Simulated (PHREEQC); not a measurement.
Consider water at 49 °C with 0.01 mol CuSO4, 0.79 mol HCl and 0.028 mol Na2SO4 per kg of water. Closed to the air; pH follows from the charge balance.

Computed with PHREEQC (ion-association model, wateq4f.dat).

| quantity | before | after |
|---|---|---|
| pH | 0.25 | 0.25 |
| ionic strength (mol/kgw) | 0.828 | 0.837 |
| HSO4- (mol/kgw) | 0.0364 | 0.0351 |
| CuCl+ (mol/kgw) | 0.00511 | 0.00252 |
| Cu+2 (mol/kgw) | 0.00403 | 0.00705 |
| SO4-2 (mol/kgw) | 0.00151 | 0.00268 |
| SI of Halite (NaCl) | -3.37 | -3.29 |
| SI of Chalcanthite (CuSO4:5H2O) | -4.21 | -3.56 |

Q: What was changed between the two runs?
A. CuSO4 from 0.01 to 0.002 mol/kgw
B. Na2SO4 from 0.028 to 0.0028 mol/kgw
C. diluted 10-fold with water
D. temperature from 49 to 20 °C
E. temperature from 49 to 60 °C

A: D, temperature from 49 to 20 °C

This is a speciation only: nothing precipitates in the calculation. The ionic strength passes 0.7 mol/kgw, the rough limit of the ion-association models, in every such run. Away from 25 °C the constants follow the database's enthalpies or fits; those with neither stay at their 25 °C values.
